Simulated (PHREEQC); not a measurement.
Solution (25 °C): 0.0053 mol/kgw KOH, 0.00031 mol/kgw CO2 and 0.0005 mol/kgw K3PO4. Closed to the air; pH follows from the charge balance.

Model: ion-association model, phreeqc.dat, run in PHREEQC.

```tsv
quantity	before	after
pH	11.66	12.00
ionic strength (mol/kgw)	0.00784	0.00797
HCO3- (mol/kgw)	1.07e-5	6.21e-6
CO2 (mol/kgw)	4.82e-11	1.48e-11
```

Question: What was changed between the two runs?
A. K3PO4 from 0.0005 to 5e-05 mol/kgw
B. 0.00021 mol/kgw KHF2 added
C. temperature from 25 to 15 °C
D. K3PO4 left out
E. K3PO4 from 0.0005 to 0.00025 mol/kgw

Answer: C, temperature from 25 to 15 °C

No solid was allowed to form.
